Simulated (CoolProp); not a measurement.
C3F8 (R218) along the isobar 0.101 MPa: Z from the reference equation and from simpler models built on Tc = 71.9 °C, pc = 2.640 MPa, ω = 0.317; each cubic takes its own stable root.

Values from CoolProp's reference Helmholtz-energy equation of state, Lemmon 2006. It is a short technical equation, of lower accuracy than the large ones.

```csv
T (°C),phase,reference,van der Waals,Redlich-Kwong,Soave-Redlich-Kwong
-116.05,liquid,0.007665,0.01251,0.008406,0.008214
-93.65,liquid,0.006996,0.01135,0.007649,0.007424
-71.15,liquid,0.006499,0.9595,0.007118,0.006857
-48.65,liquid,0.006139,0.9683,(withheld),0.006469
-26.15,gas,(withheld),0.9746,0.9660,0.9613
-3.65,gas,(withheld),0.9793,0.9734,0.9704
18.75,gas,0.9770,0.9828,0.9787,0.9770
41.25,gas,0.9824,0.9856,0.9828,0.9820
63.75,gas,0.9863,0.9878,0.9859,0.9857
86.25,gas,0.9891,0.9896,0.9883,0.9886
108.65,gas,0.9913,0.9911,0.9903,0.9909
131.15,gas,0.9929,0.9923,0.9918,0.9927
153.65,gas,0.9942,0.9933,0.9931,0.9942
```

### Question
Some entries are withheld; supply them.

### Answer

- -48.65, Redlich-Kwong: 0.9555
- -26.15, reference: 0.9561
- -3.65, reference: 0.9690

At some of these states van der Waals, Redlich-Kwong gives the other phase, because its saturation line lies elsewhere.
